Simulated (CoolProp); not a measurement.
Vapour pressure (MPa) of C3F8 (R218): the reference equation beside estimates from Tc = 71.9 °C, pc = 2.640 MPa, ω = 0.317. Clausius-Clapeyron is anchored at -76.75 °C with a constant enthalpy of vaporisation of 22.28 kJ/mol.

The numbers come from the reference Helmholtz-energy equation of state, Lemmon 2006 in CoolProp. It is a short technical equation, of lower accuracy than the large ones.

```json
[
 {"T (°C)": "-93.85", "reference": "0.002775", "Lee-Kesler": "0.002674", "Clausius-Clapeyron": "0.002890", "van der Waals": "0.09486", "Redlich-Kwong": "0.01002", "Soave-Redlich-Kwong": "0.002743", "Peng-Robinson": "0.002941"},
 {"T (°C)": "-76.75", "reference": "0.01062", "Lee-Kesler": "0.01035", "Clausius-Clapeyron": "0.01062", "van der Waals": "0.1681", "Redlich-Kwong": "0.03042", "Soave-Redlich-Kwong": "0.01050", "Peng-Robinson": "0.01093"},
 {"T (°C)": "-59.75", "reference": "0.03136", "Lee-Kesler": "0.03091", "Clausius-Clapeyron": "0.03150", "van der Waals": "0.2727", "Redlich-Kwong": "0.07387", "Soave-Redlich-Kwong": "0.03110", "Peng-Robinson": "0.03169"},
 {"T (°C)": "-42.75", "reference": "0.07674", "Lee-Kesler": "0.07638", "Clausius-Clapeyron": "0.07956", "van der Waals": "0.4144", "Redlich-Kwong": "0.1531", "Soave-Redlich-Kwong": "0.07644", "Peng-Robinson": "0.07676"},
 {"T (°C)": "-25.65", "reference": "0.1633", "Lee-Kesler": "0.1637", "Clausius-Clapeyron": "0.1777", "van der Waals": "0.5990", "Redlich-Kwong": "0.2829", "Soave-Redlich-Kwong": "0.1635", "Peng-Robinson": "0.1627"},
 {"T (°C)": "-8.65", "reference": "0.3098", "Lee-Kesler": "0.3113", "Clausius-Clapeyron": "0.3564", "van der Waals": "0.8286", "Redlich-Kwong": "0.4757", "Soave-Redlich-Kwong": "0.3118", "Peng-Robinson": "0.3085"},
 {"T (°C)": "8.35", "reference": "0.5388", "Lee-Kesler": "0.5419", "Clausius-Clapeyron": "0.6572", "van der Waals": "1.108", "Redlich-Kwong": "0.7456", "Soave-Redlich-Kwong": "0.5453", "Peng-Robinson": "0.5380"},
 {"T (°C)": "25.45", "reference": "0.8780", "Lee-Kesler": "0.8824", "Clausius-Clapeyron": "1.134", "van der Waals": "1.442", "Redlich-Kwong": "1.108", "Soave-Redlich-Kwong": "0.8926", "Peng-Robinson": "0.8809"},
 {"T (°C)": "42.45", "reference": "1.353", "Lee-Kesler": "1.359", "Clausius-Clapeyron": "1.839", "van der Waals": "1.830", "Redlich-Kwong": "1.569", "Soave-Redlich-Kwong": "1.378", "Peng-Robinson": "1.364"}
]
```

Absolute difference from the reference over all 9 rows, mean and median: Lee-Kesler 1.1 and 0.5 %, Clausius-Clapeyron 13.2 and 8.8 %, van der Waals 738.9 and 266.8 %, Redlich-Kwong 98.9 and 73.2 %, Soave-Redlich-Kwong 1.0 and 1.1 %, Peng-Robinson 1.3 and 0.4 %.
